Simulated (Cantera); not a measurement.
**Ignition delay**

Mixture: 13.5 % CO, 0.850 % H2, 7.15 % CH4, 16.5 % O2, 62.1 % N2, equivalence ratio 1.3, at 22500 Torr, adiabatic and at constant volume. Ignition delay is the time to a rise of 400 K.

Computed with Cantera and GRI-Mech 3.0 (53 species, 325 reactions). The pressure lies above the range GRI-Mech 3.0 was tuned for (to about 10 atm).

```json
[
 {"T0 (K)": "1198", "delay (ms)": "1.05"},
 {"T0 (K)": "1273", "delay (ms)": "0.446"},
 {"T0 (K)": "1348", "delay (ms)": "0.205"},
 {"T0 (K)": "1423", "delay (ms)": "0.100"},
 {"T0 (K)": "1498", "delay (ms)": "0.0514"},
 {"T0 (K)": "1573", "delay (ms)": "0.0277"},
 {"T0 (K)": "1648", "delay (ms)": "0.0155"},
 {"T0 (K)": "1723", "delay (ms)": "0.00904"}
]
```

The apparent activation energy between 1573 and 1723 K is 170 kJ/mol.
